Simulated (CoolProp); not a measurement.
R410A at 316.92 K and 1.52 MPa flows at 0.065 m/s in a round tube of 25 mm bore and 45 µm roughness, fully developed (64/Re and Nu = 3.66 if laminar; Colebrook and Gnielinski if turbulent). Each further row changes one setting.

Computed with CoolProp (reference Helmholtz-energy equation of state, Lemmon 2003). It is a pseudo-pure fit of the blend.

| case | Reynolds number | Darcy friction factor | pressure drop (Pa/m) | heat-transfer coefficient (W/(m² K)) | mass flow (kg/h) |
|---|---|---|---|---|---|
| as stated | 5770 | 0.0380 | 0.163 | [?] | 5.85 |
| velocity 0.13 m/s | 11500 | 0.0325 | [?] | [?] | [?] |
| diameter 50 mm | 11500 | [?] | [?] | [?] | 23.4 |

Question: Some entries are withheld; supply them.

Answer: 
- as stated, heat-transfer coefficient (W/(m² K)): 14.8
- velocity 0.13 m/s, pressure drop (Pa/m): 0.560
- velocity 0.13 m/s, heat-transfer coefficient (W/(m² K)): 27.9
- velocity 0.13 m/s, mass flow (kg/h): 11.7
- diameter 50 mm, Darcy friction factor: 0.0312
- diameter 50 mm, pressure drop (Pa/m): 0.0671
- diameter 50 mm, heat-transfer coefficient (W/(m² K)): 13.4

Viscosity comes from a separate model (Geller 2000). Thermal conductivity comes from a separate model (Geller 2001).
